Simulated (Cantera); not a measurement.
## N₂O + H₂ + O₂ (abatement and gas-phase synthesis)

A closed system holds: 1 mol N₂O, 0.34 mol H₂, 0.26 mol O₂, at 0.0900 Torr.

These are equilibrium values from Cantera (NASA tables, ideal gas, pure condensed phases), not measurements of a reactor. Candidate condensed phases: H₂O; 24 gas species. Equilibrium is a limit: real reactors are often held back by kinetics, nucleation or transport.

```csv
T (°C),x N₂,x O₂,x O,x H₂O,x H,x OH,x H₂,x NO
752,0.518,0.306,1.67e-8,0.176,2.88e-11,2.58e-6,5.26e-9,4.00e-5
902,0.518,0.306,7.37e-7,0.176,5.22e-9,2.95e-5,2.17e-7,0.000157
1052,0.518,0.305,1.39e-5,0.176,2.95e-7,0.000194,3.90e-6,0.000454
1202,0.517,0.305,0.000145,0.176,7.40e-6,0.000871,3.91e-5,0.00105
1352,0.516,0.303,0.000978,0.174,0.000103,0.00295,0.000256,0.00209
1502,0.513,0.299,0.00478,0.169,0.000917,0.00804,0.00120,0.00367
1652,0.505,0.287,0.0180,0.157,0.00570,0.0181,0.00427,0.00578
1802,0.483,0.260,0.0542,0.125,0.0257,0.0329,0.0112,0.00814
1952,0.437,0.208,0.132,0.0696,0.0805,0.0438,0.0185,0.00991
2102,0.378,0.133,0.252,0.0190,0.157,0.0356,0.0149,0.0101
```
x: gas mole fraction; nothing condenses.

From 752 °C to 2102 °C nothing is condensed.
